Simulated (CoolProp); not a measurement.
Vapour-liquid equilibrium of R245fa (1) + n-pentane (2) at 1.4 MPa; x and y are mole fractions of (1).

The numbers come from the multi-fluid Helmholtz-energy mixture model, Akasaka 2015 and Thol 2019; pair parameters Bell 2016 in CoolProp.

```csv
x,"bubble temperature, mixture model (K)","bubble temperature, Raoult's law (K)","y, mixture model","y, Raoult's law"
0.05,405.1,412.9,0.172,0.101
0.2,386.8,404.9,0.448,0.347
0.35,379.6,398.2,0.561,0.534
0.5,376.2,392.5,0.631,0.680
0.65,374.4,387.5,0.698,0.798
0.8,374.0,383.0,0.786,0.895
0.95,376.1,379.0,0.929,0.976
```

The largest gap from Raoult's law is -18.6 K in bubble temperature, at x = 0.35. y crosses x between x = 0.65 and 0.8: the model has an azeotrope there.

The pair parameters rest on a limited set of measurements; away from them the model extrapolates. With so large a gap from Raoult's law the liquid may split in two, which this calculation doesn't test in full.
